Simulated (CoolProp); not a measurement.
Saturation properties of c-C4F8 (RC318).

Model: reference Helmholtz-energy equation of state, Platzer 1990, in CoolProp. This equation is an older, rougher fit; its heat capacities, sound speeds and derivatives of the liquid may be far off and weren't checked against measurements.

| T (K) | p (MPa) | liquid density (kg/m³) | vapour Z | surface tension (mN/m) | liquid conductivity (mW/(m K)) |
|---|---|---|---|---|---|
| 297.7 | 0.3080 | 1500 | 0.9004 | 8.23 | 65.3 |
| 304.8 | 0.3845 | 1471 | 0.8828 | 7.43 | 63.5 |
| 312 | 0.4758 | 1440 | 0.8630 | 6.64 | 61.5 |
| 319.1 | 0.5809 | 1408 | 0.8413 | 5.88 | 59.6 |
| 326.3 | 0.7043 | 1374 | 0.8169 | 5.12 | 57.5 |
| 333.4 | 0.8443 | 1339 | 0.7903 | 4.40 | 55.4 |
| 340.5 | 1.004 | 1301 | 0.7607 | 3.70 | 53.4 |
| 347.7 | 1.188 | 1259 | 0.7274 | 3.02 | 51.2 |
| 354.8 | 1.393 | 1213 | 0.6903 | 2.38 | 49.1 |
| 362 | 1.628 | 1161 | 0.6473 | 1.76 | 46.9 |

It boils at 267.2 K under 1 atm.

Thermal conductivity comes from a separate model (Huber 2003), an estimate that may be off by 10 % or more. Surface tension comes from a separate correlation (Mulero 2012).
